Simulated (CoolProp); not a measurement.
Vapour-liquid equilibrium of acetone (1) + toluene (2) at 5.46 bar; x and y are mole fractions of (1).

The numbers come from the multi-fluid Helmholtz-energy mixture model, Lemmon 2006 and Lemmon 2006; pair parameters Bell 2016 in CoolProp.

Problem. Give the bubble temperature and the first vapour's composition at x = 0.05, 0.15, 0.85. Is there an azeotrope?

Solution. x = 0.05: 447.1 K, y = 0.180; x = 0.15: 433.6 K, y = 0.420; x = 0.85: 393.7 K, y = 0.942. No azeotrope shows between x = 0.05 and 0.95.

Pair parameters are fitted to limited data, so mixtures are less certain than the pure fluids.
